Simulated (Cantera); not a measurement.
Charge: 1 mol C2H2, 0.66 mol CO2, 6.9 mol H2, at 133 Pa.

Cantera equilibrium calculation (NASA polynomials, part measured and part estimated; ideal gas, pure solids and liquids). Candidate condensed phases: C, C6H6, C7H8, C8H18, H2O; 110 gas species. The numbers say what is thermodynamically allowed, not how fast it happens.

log p: log10 of the partial pressure in bar; n: condensed amount in mol.

| T (°C) | log p H2 | log p H | log p CO | log p C2H2 (acetylene) | log p C2H | log p C3 | n C(graphite) |
|---|---|---|---|---|---|---|---|
| 1702 | -2.96 | -4.34 | -3.73 | -6.15 | -9.30 | -10.83 | 1.33 |
| 1752 | -2.97 | (withheld) | -3.73 | (withheld) | (withheld) | (withheld) | 1.33 |
| 1802 | -2.97 | -4.06 | -3.73 | -5.88 | -8.59 | -9.78 | 1.32 |
| 1852 | -2.99 | -3.93 | -3.74 | -5.76 | -8.26 | -9.30 | 1.31 |
| 1902 | -3.00 | -3.81 | -3.75 | -5.65 | -7.95 | -8.84 | 1.31 |
| 1952 | -3.02 | -3.70 | -3.75 | -5.55 | -7.66 | -8.40 | 1.30 |
| 2002 | -3.04 | (withheld) | -3.76 | (withheld) | (withheld) | (withheld) | 1.29 |
| 2052 | -3.07 | -3.50 | -3.77 | -5.39 | -7.12 | -7.58 | 1.27 |
| 2102 | -3.11 | -3.41 | -3.79 | -5.32 | -6.88 | -7.19 | 1.26 |
| 2152 | -3.16 | -3.33 | -3.80 | -5.26 | -6.65 | -6.83 | 1.24 |
| 2202 | -3.21 | -3.25 | -3.82 | -5.22 | -6.43 | -6.47 | 1.22 |

Fill in the missing entries.


- 1752, log p H: -4.20
- 1752, log p C2H2 (acetylene): -6.01
- 1752, log p C2H: -8.93
- 1752, log p C3: -10.29
- 2002, log p H: -3.59
- 2002, log p C2H2 (acetylene): -5.46
- 2002, log p C2H: -7.39
- 2002, log p C3: -7.98
